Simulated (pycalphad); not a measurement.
Computed with pycalphad from the COST 507 light-alloy database (1999), at 1 atm. These are 1990s assessments: newer ones move some temperatures and phases. Diffusion is slow at the low end, where real alloys seldom reach equilibrium.

**Question.** How does the equilibrium phase assembly of Si-2.091Y (wt.%) change on cooling from 2177 °C to 227 °C?

**Answer.** 
| T (°C) | phases above | phases below |
|---|---|---|
| 1410.1 | liquid | diamond (Si) + liquid |
| 1212.2 | diamond (Si) + liquid | diamond (Si) + SI2Y_R |
Changes were sought between steps of 75 K, so a narrower field can be missed.

Database names, with the compositions (at.%) that they take in these runs: SI2Y_R: Si 67 Y 33.
